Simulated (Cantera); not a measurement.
Charge: 1 mol Si, 0.017 mol CO2, 5.9 mol H2, at 0.100 bar.

Method: chemical equilibrium by Gibbs-energy minimisation in Cantera with the NASA 1993 tables (ideal gas, pure condensed phases). Candidate condensed phases: C, C6H6, C7H8, C8H18, H2O, Si, SiC, SiO2; 123 gas species. Mutual solubility and eutectic melting of coexisting phases are not modelled. The tables hold silica as quartz up to 1696 K and as liquid above; real silica turns to tridymite and cristobalite and melts near 1996 K. Gases not in the tables: Si2H6 and higher silanes. Equilibrium is a limit: real reactors are often held back by kinetics, nucleation or transport.

log p: log10 of the partial pressure in bar; n: condensed amount in mol.

| T (°C) | log p H2 | log p SiO | log p H | log p CO | log p SiH2 | n Si(s) | n SiC(s) | n SiO2(β-quartz) | n Si(l) |
|---|---|---|---|---|---|---|---|---|---|
| 1175 | -1.00 | -3.71 | ? | -5.36 | -7.13 | 0.961 | 0.0167 | 0.0111 | 0 |
| 1200 | -1.00 | -3.50 | ? | -5.11 | -6.98 | 0.957 | 0.0165 | 0.00747 | 0 |
| 1225 | -1.00 | -3.30 | ? | -4.87 | -6.84 | 0.952 | 0.0162 | 0.00178 | 0 |
| 1250 | -1.00 | -3.25 | ? | -4.79 | -6.70 | 0.951 | 0.0160 | 0 | 0 |
| 1275 | -1.00 | -3.26 | ? | -4.75 | -6.57 | 0.951 | 0.0159 | 0 | 0 |
| 1300 | -1.00 | -3.26 | ? | -4.71 | -6.44 | 0.951 | 0.0158 | 0 | 0 |
| 1325 | -1.00 | -3.26 | ? | -4.68 | -6.31 | 0.951 | 0.0158 | 0 | 0 |
| 1350 | -1.00 | -3.26 | ? | -4.65 | -6.19 | 0.952 | 0.0157 | 0 | 0 |
| 1375 | -1.00 | -3.26 | ? | -4.62 | -6.07 | 0.952 | 0.0156 | 0 | 0 |
| 1400 | -1.00 | -3.26 | ? | -4.58 | -5.96 | 0.952 | 0.0154 | 0 | 0 |
| 1425 | -1.00 | -3.26 | ? | -4.54 | -5.86 | 0 | 0.0153 | 0 | 0.952 |
| 1450 | -1.00 | -3.27 | ? | -4.47 | -5.77 | 0 | 0.0150 | 0 | 0.953 |

Problem. What belongs in the gaps?

Solution. 
- 1175, log p H: -5.54
- 1200, log p H: -5.40
- 1225, log p H: -5.27
- 1250, log p H: -5.14
- 1275, log p H: -5.01
- 1300, log p H: -4.89
- 1325, log p H: -4.78
- 1350, log p H: -4.66
- 1375, log p H: -4.55
- 1400, log p H: -4.44
- 1425, log p H: -4.34
- 1450, log p H: -4.24
